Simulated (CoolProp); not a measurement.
Fluoroethane (R161) along the isobar 18.7 bar: Z from the reference equation and from simpler models built on Tc = 102.1 °C, pc = 50.10 bar, ω = 0.216; each cubic takes its own stable root.

Values from CoolProp's reference Helmholtz-energy equation of state, Wu 2012.

| T (°C) | phase | reference | van der Waals | Redlich-Kwong | Soave-Redlich-Kwong | Peng-Robinson |
|---|---|---|---|---|---|---|
| -137.65 | liquid | 0.08392 | 0.1467 | 0.09858 | 0.09806 | 0.08752 |
| -129.85 | liquid | 0.08021 | 0.1400 | 0.09410 | 0.09347 | 0.08338 |
| -122.05 | liquid | 0.07690 | 0.1340 | 0.09012 | 0.08940 | 0.07970 |
| -114.35 | liquid | 0.07395 | 0.1288 | 0.08662 | 0.08581 | 0.07646 |
| -106.55 | liquid | 0.07126 | 0.1240 | 0.08346 | 0.08255 | 0.07352 |
| -98.75 | liquid | 0.06883 | 0.1196 | 0.08064 | 0.07964 | 0.07088 |
| -90.95 | liquid | 0.06662 | 0.1158 | 0.07811 | 0.07702 | 0.06850 |
| -83.25 | liquid | 0.06464 | 0.1123 | 0.07586 | 0.07469 | 0.06639 |
| -75.45 | liquid | 0.06281 | 0.1091 | 0.07383 | 0.07257 | 0.06447 |
| -67.65 | liquid | 0.06113 | 0.1062 | 0.07201 | 0.07066 | 0.06273 |
| -59.95 | liquid | 0.05963 | 0.1037 | 0.07040 | 0.06897 | 0.06119 |
| -52.15 | liquid | 0.05823 | 0.1013 | 0.06896 | 0.06744 | 0.05980 |
| -44.35 | liquid | 0.05697 | 0.09925 | 0.06769 | 0.06608 | 0.05856 |
| -36.55 | liquid | 0.05582 | 0.09738 | 0.06658 | 0.06489 | 0.05746 |
| -28.85 | liquid | 0.05480 | 0.09575 | 0.06564 | 0.06386 | 0.05652 |
